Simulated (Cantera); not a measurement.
Mixture: CH3OH : O2 : N2 = 1 : 1.85 : 8.52 (molar parts), at 6.40 bar, adiabatic and at constant pressure. Ignition delay is the time to a rise of 400 K.

Model: GRI-Mech 3.0 (53 species, 325 reactions), integrated in Cantera. GRI-Mech 3.0 was tuned for natural gas; its chemistry of methanol as a main component is partial and can be far from experiment.

| quantity | before | after |
|---|---|---|
| delay at 1150 K | 5.45 ms | 4.60 ms |
| delay at 1225 K | 1.51 ms | 1.27 ms |
| delay at 1300 K | 0.498 ms | 0.410 ms |
| delay at 1375 K | 0.190 ms | 0.154 ms |
| delay at 1450 K | 83.2 µs | 65.3 µs |
| delay at 1525 K | 40.8 µs | 31.1 µs |
| apparent activation energy between 1375 and 1525 K | 180 kJ/mol | 190 kJ/mol |

Problem. Name the change that produced these shifts.
A. CH3OH 1 to 1.3 parts
B. pressure from 6.40 bar to 2.80 bar
C. pressure from 6.40 bar to 28.0 bar
D. CH3OH 1 to 2.1 parts

Solution. D, CH3OH 1 to 2.1 parts
